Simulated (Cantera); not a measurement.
## SiH2Cl2 + CH4 + H2 (silicon carbide growth)

Charge: 1 mol SiH2Cl2, 1.1 mol CH4, 57 mol H2, at 877 °C and 13300 Pa.

Method: chemical equilibrium by Gibbs-energy minimisation in Cantera with the NASA 1993 tables (ideal gas, pure condensed phases). Candidate condensed phases: C, C6H6, C7H8, C8H18, Si, SiC; 109 gas species. Kinetics and transport are ignored.

- x(H2) = 0.966
- x(HCl) = 0.0326
- x(CH4) = 0.00168
- x(SiCl4) = 1.95e-5
- x(SiHCl3) = 1.17e-5
- x(SiCl2) = 5.15e-6
- x(SiCl3) = 3.03e-6
- n(SiC(s)) = 0.998 mol
- gas amount = 61.10 mol
- log10 activity of C(graphite) (absent) = -0.24
- log10 activity of Si(s) (absent) = -2.67
